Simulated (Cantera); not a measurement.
A perfectly stirred reactor is fed with CH4 : H2O = 1 : 3 (molar parts), at 1.01 bar; it is held at 2098 K, and followed from long to short residence time.

Detailed kinetics in Cantera: GRI-Mech 3.0 (53 species, 325 reactions).

**Question.** Predict: x(CH4) at τ = 0.490 s; x(H2O) at τ = 0.490 s; x(C2H) at τ = 0.490 s; x(H) at τ = 0.490 s; x(CH4) at τ = 5.30 ms; x(H2O) at τ = 5.30 ms; x(C2H) at τ = 5.30 ms; x(H) at τ = 5.30 ms.

**Answer.** 
| Property | Result |
|---|---|
| x(CH4) at τ = 0.490 s | 0.000665 |
| x(H2O) at τ = 0.490 s | 0.316 |
| x(C2H) at τ = 0.490 s | 4.85e-9 |
| x(H) at τ = 0.490 s | 0.00214 |
| x(CH4) at τ = 5.30 ms | 0.0166 |
| x(H2O) at τ = 5.30 ms | 0.399 |
| x(C2H) at τ = 5.30 ms | 2.26e-6 |
| x(H) at τ = 5.30 ms | 0.00193 |
